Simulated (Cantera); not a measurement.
Equilibrium for metals in furnace atmospheres: Pb + O₂ + H₂

Input: 1 mol Pb, 0.083 mol O₂, 160 mol H₂, equilibrated at 0.0110 bar.

These are equilibrium values from Cantera (NASA tables, ideal gas, pure condensed phases), not measurements of a reactor. Candidate condensed phases: H₂O, Pb, PbO, PbO₂, Pb₃O₄; 12 gas species. Kinetics and transport are ignored.

| T (K) | x H₂ | x Pb | x H₂O | x H | x Pb₂ | n Pb(l) |
|---|---|---|---|---|---|---|
| 950 | 0.999 | 0.000457 | 0.00104 | 5.30e-9 | 6.55e-10 | 0.927 |
| 975 | 0.998 | 0.000833 | 0.00104 | 1.09e-8 | 1.79e-9 | 0.867 |
| 1000 | 0.997 | 0.00147 | 0.00104 | 2.16e-8 | 4.64e-9 | 0.764 |
| 1025 | 0.996 | 0.00253 | 0.00103 | 4.15e-8 | 1.15e-8 | 0.594 |
| 1050 | 0.995 | 0.00423 | 0.00103 | 7.71e-8 | 2.71e-8 | 0.320 |
| 1075 | 0.993 | 0.00621 | 0.00103 | 1.39e-7 | 4.98e-8 | 0 |
| 1100 | 0.993 | 0.00621 | 0.00103 | 2.46e-7 | 4.27e-8 | 0 |
x: gas mole fraction; n: condensed amount in mol.

From 950 K to 1050 K the condensed part is Pb(l). From 1075 K to 1100 K nothing is condensed. The main Pb-bearing gas is Pb throughout.
